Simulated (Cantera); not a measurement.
# Thermodynamics of abatement and gas-phase synthesis, feed CO₂ + H₂O + O₂

Charge: 1 mol CO₂, 9.9 mol H₂O, 0.044 mol O₂, held at 3375 K.

Method: chemical equilibrium by Gibbs-energy minimisation in Cantera with the NASA 1993 tables (ideal gas, pure condensed phases). Candidate condensed phases: C, C₆H₆, C₇H₈, C₈H₁₈, H₂O; 110 gas species. The ideal-gas law is rough above about 30 bar. Equilibrium is a limit: real reactors are often held back by kinetics, nucleation or transport.

| P (Pa) | log p H₂O | log p H | log p O | log p H₂ | log p OH | log p O₂ | log p CO₂ | log p CO |
|---|---|---|---|---|---|---|---|---|
| 10 | -10.85 | -4.21 | -4.46 | -7.70 | -7.73 | -8.02 | -9.56 | -5.50 |
| 120 | -7.62 | -3.13 | -3.39 | -5.55 | -5.57 | -5.87 | -7.40 | -4.42 |
| 1400 | -4.50 | -2.09 | -2.35 | -3.46 | -3.49 | -3.80 | -5.28 | -3.33 |
| 17000 | -1.83 | -1.19 | -1.47 | -1.67 | -1.72 | -2.04 | -3.21 | -2.14 |
| 210000 | -0.07 | -0.61 | -0.88 | -0.51 | -0.54 | -0.86 | -1.44 | -0.97 |
| 2500000 | 1.22 | -0.19 | -0.42 | 0.33 | 0.33 | 0.05 | 0.00 | 0.02 |
| 30000000 | 2.38 | 0.18 | -0.01 | 1.08 | 1.11 | 0.88 | 1.27 | 0.88 |
log p: log10 of the partial pressure in bar; nothing condenses.

From 10.0 Pa to 300 bar nothing is condensed. The main C-bearing gas is CO at 10.0 Pa and CO₂ at 300 bar.
